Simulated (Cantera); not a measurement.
Input (Python, Cantera) and output of one run.

```python
import numpy as np
import cantera as ct

gas_names = """
    CF3 F CF2 C2F4 F2 CF4
""".split()
cond_names = """
    C(gr)
""".split()


def load(file, names, dense=False):
    # The tables refer to 1 bar. Condensed volumes are neglected.
    table = {s.name: s for s in ct.Species.list_from_file(file)}
    out = []
    for n in names:
        d = dict(table[n].input_data)
        d["thermo"] = dict(d["thermo"], **{"reference-pressure": 1e5})
        if dense:
            d["equation-of-state"] = {"model": "constant-volume", "density": "1e6 g/cm^3"}
        out.append(ct.Species.from_dict(d))
    return out


species = {s.name: s for s in load("nasa_gas.yaml", gas_names) + load("nasa_condensed.yaml", cond_names)}
# Each term lists the table entries of one substance; the one whose range holds T is used.
reactions = {
    'CF3(g) = C + 3 F(g)':
        [(-1, ['CF3']), (1, ['C(gr)']), (3, ['F'])],
    '2 CF2(g) = C2F4(g)':
        [(-2, ['CF2']), (1, ['C2F4'])],
    '2 F(g) = F2(g)':
        [(-2, ['F']), (1, ['F2'])],
    '3 CF4(g) + C = 4 CF3(g)':
        [(-3, ['CF4']), (-1, ['C(gr)']), (4, ['CF3'])],
}


def pick(names, T):
    return next(species[n] for n in names if species[n].thermo.min_temp <= T <= species[n].thermo.max_temp)


results = []
for label, terms in reactions.items():
    print(label)
    print("     T/K   dH/kJ  dS/(J/K)   dG/kJ   log10 K")
    for T in [300, 2548, 2598, 2648, 2698, 2748, 2798, 2848, 2898, 2948]:
        used = [(nu, pick(names, T)) for nu, names in terms]
        dH = sum(nu * s.thermo.h(T) for nu, s in used) / 1e6
        dS = sum(nu * s.thermo.s(T) for nu, s in used) / 1e3
        dG = dH - T * dS / 1e3
        logK = -dG * 1e6 / (ct.gas_constant * T * np.log(10))
        results.append((label, T, dH, dS, dG, logK, [s.name for _, s in used]))
        print(f"{T:8g} {dH:8.1f} {dS:8.1f} {dG:8.1f} {logK:8.2f}")
```

Result:

```
CF3(g) = C + 3 F(g)
     T/K   dH/kJ  dS/(J/K)   dG/kJ   log10 K
     300    708.5    217.1    643.4  -112.02
    2548    729.9    244.0    108.1    -2.22
    2598    730.2    244.2     95.9    -1.93
    2648    730.5    244.3     83.6    -1.65
    2698    730.8    244.4     71.4    -1.38
    2748    731.2    244.5     59.2    -1.13
    2798    731.5    244.7     47.0    -0.88
    2848    731.8    244.8     34.7    -0.64
    2898    732.2    244.9     22.5    -0.41
    2948    732.5    245.0     10.2    -0.18
2 CF2(g) = C2F4(g)
     T/K   dH/kJ  dS/(J/K)   dG/kJ   log10 K
     300   -294.5   -181.6   -240.1    41.80
    2548   -265.7   -158.6    138.3    -2.84
    2598   -264.9   -158.3    146.3    -2.94
    2648   -264.2   -158.0    154.2    -3.04
    2698   -263.4   -157.7    162.1    -3.14
    2748   -262.6   -157.4    169.9    -3.23
    2798   -261.9   -157.1    177.8    -3.32
    2848   -261.1   -156.9    185.7    -3.41
    2898   -260.4   -156.6    193.5    -3.49
    2948   -259.7   -156.4    201.3    -3.57
2 F(g) = F2(g)
     T/K   dH/kJ  dS/(J/K)   dG/kJ   log10 K
     300   -158.8   -114.8   -124.4    21.65
    2548   -170.2   -129.7    160.2    -3.28
    2598   -170.4   -129.7    166.6    -3.35
    2648   -170.5   -129.8    173.1    -3.42
    2698   -170.7   -129.8    179.6    -3.48
    2748   -170.9   -129.9    186.1    -3.54
    2798   -171.0   -130.0    192.6    -3.60
    2848   -171.2   -130.0    199.1    -3.65
    2898   -171.4   -130.1    205.6    -3.71
    2948   -171.6   -130.2    212.1    -3.76
3 CF4(g) + C = 4 CF3(g)
     T/K   dH/kJ  dS/(J/K)   dG/kJ   log10 K
     300    918.2    270.4    837.1  -145.75
    2548    889.5    251.0    249.9    -5.12
    2598    888.6    250.7    237.3    -4.77
    2648    887.7    250.3    224.8    -4.43
    2698    886.8    250.0    212.3    -4.11
    2748    885.9    249.7    199.8    -3.80
    2798    884.9    249.3    187.3    -3.50
    2848    884.0    249.0    174.9    -3.21
    2898    883.1    248.7    162.4    -2.93
    2948    882.2    248.4    150.0    -2.66
```

Standard-state values (1 bar) from the NASA 1993 polynomials, evaluated with Cantera. The tables' values for C2F4 are old estimates. Condensed species are held in their standard states even where they would react or evaporate.
